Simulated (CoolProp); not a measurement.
Vapour-liquid equilibrium of cyclohexane (1) + toluene (2) at 859 kPa; x and y are mole fractions of (1).

Computed with CoolProp (multi-fluid Helmholtz-energy mixture model, Zhou 2014 and Lemmon 2006; pair parameters Bell 2016).

```json
[
 {"x": "0.05", "bubble temperature, mixture model (K)": "478.0", "bubble temperature, Raoult's law (K)": "478.7", "y, mixture model": "0.087", "y, Raoult's law": "0.085"},
 {"x": "0.125", "bubble temperature, mixture model (K)": "___", "bubble temperature, Raoult's law (K)": "475.5", "y, mixture model": "0.204", "y, Raoult's law": "0.203"},
 {"x": "0.2", "bubble temperature, mixture model (K)": "___", "bubble temperature, Raoult's law (K)": "472.5", "y, mixture model": "0.307", "y, Raoult's law": "0.310"},
 {"x": "0.275", "bubble temperature, mixture model (K)": "467.0", "bubble temperature, Raoult's law (K)": "469.5", "y, mixture model": "___", "y, Raoult's law": "0.407"},
 {"x": "0.35", "bubble temperature, mixture model (K)": "464.0", "bubble temperature, Raoult's law (K)": "466.7", "y, mixture model": "0.480", "y, Raoult's law": "0.494"},
 {"x": "0.425", "bubble temperature, mixture model (K)": "461.3", "bubble temperature, Raoult's law (K)": "464.0", "y, mixture model": "0.554", "y, Raoult's law": "0.574"},
 {"x": "0.5", "bubble temperature, mixture model (K)": "458.8", "bubble temperature, Raoult's law (K)": "461.4", "y, mixture model": "0.622", "y, Raoult's law": "0.647"},
 {"x": "0.575", "bubble temperature, mixture model (K)": "456.5", "bubble temperature, Raoult's law (K)": "458.9", "y, mixture model": "0.686", "y, Raoult's law": "0.714"},
 {"x": "0.65", "bubble temperature, mixture model (K)": "454.4", "bubble temperature, Raoult's law (K)": "456.5", "y, mixture model": "0.745", "y, Raoult's law": "0.775"},
 {"x": "0.725", "bubble temperature, mixture model (K)": "452.5", "bubble temperature, Raoult's law (K)": "454.2", "y, mixture model": "0.802", "y, Raoult's law": "0.831"},
 {"x": "0.8", "bubble temperature, mixture model (K)": "450.7", "bubble temperature, Raoult's law (K)": "452.0", "y, mixture model": "0.856", "y, Raoult's law": "0.882"},
 {"x": "0.875", "bubble temperature, mixture model (K)": "449.0", "bubble temperature, Raoult's law (K)": "449.9", "y, mixture model": "0.910", "y, Raoult's law": "0.929"},
 {"x": "0.95", "bubble temperature, mixture model (K)": "447.4", "bubble temperature, Raoult's law (K)": "447.8", "y, mixture model": "___", "y, Raoult's law": "0.973"}
]
```

Question: Complete the blanks.

Answer: 
- 0.125, bubble temperature, mixture model (K): 474.0
- 0.2, bubble temperature, mixture model (K): 470.4
- 0.275, y, mixture model: 0.398
- 0.95, y, mixture model: 0.964

The largest gap from Raoult's law is -2.7 K in bubble temperature, at x = 0.425. No azeotrope shows between x = 0.05 and 0.95.

The pair parameters rest on a limited set of measurements; away from them the model extrapolates.
